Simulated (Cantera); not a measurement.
Input (Python, Cantera) and output of one run.

```python
import numpy as np
import cantera as ct

gas_names = [...]  # 95 gases of nasa_gas.yaml made of C, F, H
cond_names = """
    C(gr) C6H6(L) C7H8(L) C8H18(L),n-octa
""".split()


# ... load() reads the species with a 1 bar reference pressure and builds the phases ...
atoms = {
    'CHF3': {'C': 1, 'H': 1, 'F': 3},
    'H2': {'H': 2},
}
top_T = {'C(gr)': 4500}  # K; cautious upper limits of use, not melting points


# ... equilibrate(T, P, feed) seeds the gas with the atoms and calls Mixture.equilibrate('TP', solver="vcs", rtol=1e-11, max_steps=5000) ...
results = []
feed = {'CHF3': 1, 'H2': 0.043}  # mol
P = 100000  # Pa
for T in [1550, 1700, 1850, 2000, 2150, 2300, 2450, 2600, 2750]:
    mix = equilibrate(T, P, feed)
    results.append((T, P, feed, dict(zip(mix.species_names, mix.species_moles))))

top = {s: max(r[3][s] / sum(r[3][g] for g in gas_names) for r in results) for s in gas_names}
cols = sorted((s for s in top if top[s] > 1e-05), key=lambda s: -top[s])[:5]
seen = [c for c in cond_names if any(r[3].get(c, 0) > 1e-12 for r in results)]
print("log10 of partial pressures in bar; condensed amounts in mol")
print(f"{'T/K':>10s}" + "".join(f"{s[:9]:>10s}" for s in cols + seen))
for T, P, feed, n in results:
    ng = sum(n[g] for g in gas_names)
    print(f"{T:10.4g}" + "".join(f"{np.log10(max(n[s] / ng * P / 1e5, 1e-99)):10.3f}" for s in cols)
          + "".join(f"{n.get(c, 0):10.4g}" for c in seen))
```

Result:

```
log10 of partial pressures in bar; condensed amounts in mol
       T/K        HF       CF4       CF2         F       CF3     C(gr)
      1550    -0.159    -0.515    -4.313    -5.478    -4.635    0.5214
      1700    -0.159    -0.515    -3.485    -4.536    -3.962    0.5212
      1850    -0.159    -0.517    -2.796    -3.747    -3.401    0.5201
      2000    -0.160    -0.522    -2.214    -3.078    -2.929    0.5165
      2150    -0.164    -0.538    -1.721    -2.504    -2.532    0.5064
      2300    -0.173    -0.579    -1.308    -2.011    -2.207    0.4828
      2450    -0.193    -0.668    -0.974    -1.592    -1.964    0.4369
      2600    -0.225    -0.844    -0.729    -1.246    -1.823    0.3669
      2750    -0.265    -1.153    -0.588    -0.975    -1.811    0.2976
```

Method: chemical equilibrium by Gibbs-energy minimisation in Cantera with the NASA 1993 tables (ideal gas, pure condensed phases). The tables' values for C2F4 are old estimates; treat these amounts as uncertain. Gases not in the tables: C2F6 and larger saturated fluorocarbons.
